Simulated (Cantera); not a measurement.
A closed system holds: 1 mol BCl3, 2.1 mol N2, 0.21 mol H2, equilibrated at 0.00133 bar.

Equilibrium computed with Cantera from the NASA thermochemical tables; the gas is ideal and each condensed phase is pure. Candidate condensed phases: B, BN, NH4Cl; 21 gas species. N2 is the only nitrogen source here; it is nearly inert below about 1500 K, so the nitride shown seldom forms there in practice. Kinetics and transport are ignored. All values below are at 975 K.

Base state: N2 0.613, BCl3 0.260, HCl 0.127 (mole fractions); condensed: BN(s).

### Question
What changes in the equilibrium state with this change: H2 from 0.21 to 2.6 mol?

### Answer
| species | before | after |
|---|---|---|
| HCl | 0.127 | 0.526 |
| N2 | 0.613 | 0.281 |
| H2 | 4.30e-6 | 0.193 |
| BCl3 | 0.260 | 2.88e-6 |
| BN(s), mol | 0.140 | 1.000 |
